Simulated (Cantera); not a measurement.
What does this Cantera script print?

```python
import numpy as np
import cantera as ct

gas_names = [...]  # 116 gases of nasa_gas.yaml made of C, H, Mg, O
cond_names = """
    C(gr) C6H6(L) C7H8(L) C8H18(L),n-octa H2O(s) H2O(L) Mg(cr) Mg(L) MgCO3(s) MgO(s) MgO(L) MgO2H2(s)
""".split()


# ... load() reads the species with a 1 bar reference pressure and builds the phases ...
atoms = {
    'MgO': {'Mg': 1, 'O': 1},
    'CH4': {'C': 1, 'H': 4},
    'H2': {'H': 2},
}
top_T = {'C(gr)': 4500}  # K; cautious upper limits of use, not melting points


# ... equilibrate(T, P, feed) seeds the gas with the atoms and calls Mixture.equilibrate('TP', solver="vcs", rtol=1e-11, max_steps=5000) ...
results = []
feed = {'MgO': 1, 'CH4': 2.8, 'H2': 0.16}  # mol
P = 53000  # Pa
for T in [1448, 1548, 1648, 1748, 1848, 1948, 2048, 2148, 2248, 2348, 2448]:
    mix = equilibrate(T, P, feed)
    results.append((T, P, feed, dict(zip(mix.species_names, mix.species_moles))))

top = {s: max(r[3][s] / sum(r[3][g] for g in gas_names) for r in results) for s in gas_names}
cols = sorted((s for s in top if top[s] > 1e-06), key=lambda s: -top[s])[:6]
seen = [c for c in cond_names if any(r[3].get(c, 0) > 1e-12 for r in results)]
print("log10 of partial pressures in bar; condensed amounts in mol")
print(f"{'T/K':>10s}" + "".join(f"{s[:9]:>10s}" for s in cols + seen))
for T, P, feed, n in results:
    ng = sum(n[g] for g in gas_names)
    print(f"{T:10.4g}" + "".join(f"{np.log10(max(n[s] / ng * P / 1e5, 1e-99)):10.3f}" for s in cols)
          + "".join(f"{n.get(c, 0):10.4g}" for c in seen))
```

Output:

```
log10 of partial pressures in bar; condensed amounts in mol
       T/K        H2        CO        Mg         H C2H2,acet       CH4     C(gr)    MgO(s)
      1448    -0.277    -3.503    -3.505    -5.174    -5.600    -3.031     2.786    0.9966
      1548    -0.279    -2.781    -2.784    -4.651    -5.083    -3.246     2.776    0.9819
      1648    -0.288    -2.149    -2.153    -4.194    -4.637    -3.449     2.716    0.9208
      1748    -0.320    -1.592    -1.595    -3.801    -4.268    -3.677     2.488     0.692
      1848    -0.406    -1.165    -1.169    -3.478    -3.995    -3.993     1.796         0
      1948    -0.406    -1.166    -1.170    -3.150    -3.675    -4.123     1.793         0
      2048    -0.407    -1.166    -1.170    -2.853    -3.387    -4.240     1.787         0
      2148    -0.409    -1.166    -1.171    -2.584    -3.127    -4.348     1.777         0
      2248    -0.411    -1.167    -1.172    -2.340    -2.891    -4.447     1.761         0
      2348    -0.415    -1.168    -1.173    -2.116    -2.678    -4.539     1.737         0
      2448    -0.421    -1.170    -1.175    -1.912    -2.484    -4.629     1.701         0
```

Method: chemical equilibrium by Gibbs-energy minimisation in Cantera with the NASA 1993 tables (ideal gas, pure condensed phases). The tables' values for MgH are old estimates; treat these amounts as uncertain.
